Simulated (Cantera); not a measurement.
What does this Cantera script print?

```python
import numpy as np
import cantera as ct

surf = ct.Interface("diamond.yaml", "diamond_100")
gas, bulk = surf.adjacent["gas"], surf.adjacent["diamond"]
k = surf.kinetics_species_index(bulk.species_names[0])
cover = ["c6HH", "c6H*", "c6*H", "c6**", "c6HM", "c6B"]

rows, drift = [], 0.0
print(f"{'P':>10s}{'um/h':>11s}" + "".join(f"{s:>11s}" for s in cover))
for v in [1000, 1700, 2900, 5000, 8500, 14000, 25000, 42000]:
    T, P, xH, xCH3 = 950, v, 0.013, 4.5e-05
    gas.TPX = T, P, {"H": xH, "CH3": xCH3, "CH4": 0.0022, "H2": 1 - xH - xCH3 - 0.0022}
    surf.TP = bulk.TP = T, P
    surf.coverages = "c6H*:0.1, c6HH:0.9"
    surf.advance_coverages(100.0)
    before = surf.coverages
    surf.advance_coverages(100.0)
    drift = max(drift, np.max(np.abs(surf.coverages - before) / (surf.coverages + 1e-9)))
    rate = surf.net_production_rates[k] * bulk.mean_molecular_weight / bulk.density * 3.6e9
    rows.append([rate, *surf[cover].coverages])
    print(f"{v:10.4g}{rate:11.4e}" + "".join(f"{x:11.3e}" for x in rows[-1][1:]))
```

Output:

```
         P       um/h       c6HH       c6H*       c6*H       c6**       c6HM        c6B
      1000 1.8318e-01  6.415e-01  1.412e-02  3.347e-01  6.697e-03  2.289e-03  4.971e-10
      1700 3.1394e-01  6.415e-01  1.413e-02  3.346e-01  6.699e-03  2.308e-03  8.519e-10
      2900 5.3818e-01  6.415e-01  1.417e-02  3.346e-01  6.703e-03  2.319e-03  1.460e-09
      5000 9.3081e-01  6.415e-01  1.422e-02  3.345e-01  6.709e-03  2.326e-03  2.526e-09
      8500 1.5857e+00  6.415e-01  1.431e-02  3.344e-01  6.720e-03  2.331e-03  4.303e-09
   1.4e+04 2.6163e+00  6.415e-01  1.445e-02  3.343e-01  6.737e-03  2.334e-03  7.099e-09
   2.5e+04 4.6827e+00  6.415e-01  1.473e-02  3.340e-01  6.771e-03  2.338e-03  1.271e-08
   4.2e+04 7.8917e+00  6.414e-01  1.516e-02  3.335e-01  6.822e-03  2.344e-03  2.141e-08
```

Detailed kinetics in Cantera: the Harris–Goodwin 1993 mechanism for the reconstructed diamond (100) surface.
